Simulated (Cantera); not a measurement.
Charge: 1 mol Fe(CO)5, 0.012 mol O2, 0.19 mol N2, 0.053 mol CO, equilibrated at 1730 Torr.

Equilibrium computed with Cantera from the NASA thermochemical tables; the gas is ideal and each condensed phase is pure. Candidate condensed phases: C, Fe, Fe(CO)5, FeO, Fe2O3, Fe3O4; 27 gas species. Condensed phases not in the tables: cementite and carbon dissolved in iron. Rates play no part.

x: gas mole fraction; n: condensed amount in mol.

```csv
T (K),x CO,x N2,x CO2,x Fe,n C(graphite),n Fe(γ)
1323,0.955,0.0364,0.00829,9.03e-10,0.0193,1.00
1348,0.957,0.0363,___,___,___,1.00
1373,0.959,0.0362,0.00481,3.39e-9,0.00120,1.00
1398,0.959,0.0362,0.00458,6.34e-9,0,1.00
1423,0.959,0.0362,0.00458,1.16e-8,0,1.00
1448,0.959,0.0362,0.00458,___,0,1.00
1473,0.959,0.0362,0.00458,3.63e-8,0,1.00
1498,0.959,0.0362,0.00458,6.25e-8,0,1.00
1523,0.959,0.0362,0.00458,1.06e-7,0,1.000
1548,0.959,0.0362,0.00458,1.75e-7,0,1.000
1573,0.959,0.0362,0.00458,2.86e-7,0,1.000
```

### Question
What belongs in the gaps?

### Answer

- 1348, x CO2: 0.00628
- 1348, x Fe: 1.77e-9
- 1348, n C(graphite): 0.00889
- 1448, x Fe: 2.07e-8
